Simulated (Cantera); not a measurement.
A Cantera script and what it prints.

```python
import numpy as np
import cantera as ct

gas_names = """
    C CN CO CO2 C2 CCN CNC C2N2 C2O C3 C3O2 C4 C4N2 C5 Cu CuO Cu2 N NCO NO NO2 NO3 N2 N2O O O2 O3
""".split()
cond_names = """
    C(gr) Cu(cr) Cu(L) CuO(s) Cu2O(s) Cu2O(L)
""".split()


# ... load() reads the species with a 1 bar reference pressure and builds the phases ...
atoms = {
    'Cu2O': {'Cu': 2, 'O': 1},
    'CO': {'C': 1, 'O': 1},
    'N2': {'N': 2},
}
top_T = {'C(gr)': 4500, 'CuO(s)': 1390}  # K; cautious upper limits of use, not melting points


# ... equilibrate(T, P, feed) seeds the gas with the atoms and calls Mixture.equilibrate('TP', solver="vcs", rtol=1e-11, max_steps=5000) ...
results = []
feed = {'Cu2O': 1, 'CO': 5.6, 'N2': 0.21}  # mol
T = 2298  # K
P = 260  # Pa
mix = equilibrate(T, P, feed)
results.append((T, P, feed, dict(zip(mix.species_names, mix.species_moles))))
x = sorted(zip(gas.X, gas.species_names), reverse=True)
print(f"T = {T:g} K  P = {P:g} Pa  gas = {mix.phase_moles(0):.4g} mol")
print("   x: " + "  ".join(f"{s} {v:.3e}" for v, s in x if v > 0.001))
print("   condensed (mol): " + ("  ".join(f"{mix.phase(i).name} {mix.phase_moles(i):.4g}"
      for i in range(1, mix.n_phases) if mix.phase_moles(i) > 1e-12) or "none"))
```

It prints:

```
T = 2298 K  P = 260 Pa  gas = 7.861 mol
   x: CO 5.939e-01  Cu 2.543e-01  CO2 1.185e-01  N2 2.657e-02  O 4.327e-03  O2 2.020e-03
   condensed (mol): none
```

These are equilibrium values from Cantera (NASA tables, ideal gas, pure condensed phases), not measurements of a reactor.
